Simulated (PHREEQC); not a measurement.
Dissolve 0.0027 mol/kgw NaCl at 20 °C. Closed to the air; pH follows from the charge balance.

The numbers come from PHREEQC with the Pitzer model, pitzer.dat.

Each row changes one thing in this solution. No solid was allowed to form.

```tsv
case	pH	SI of Halite (NaCl)
as made	7.08	-6.76
0.00045 mol/kgw HBr added	[?]	-6.76
diluted 2-fold with water	7.08	-7.34
NaCl from 0.0027 to 0.00135 mol/kgw	7.08	-7.34
NaCl from 0.0027 to 0.0135 mol/kgw	7.08	[?]
```

**Question.** Some entries are withheld; supply them.

**Answer.** 
- 0.00045 mol/kgw HBr added, pH: 3.37
- NaCl from 0.0027 to 0.0135 mol/kgw, SI of Halite (NaCl): -5.41

Complexes and solids missing from the database can't appear.
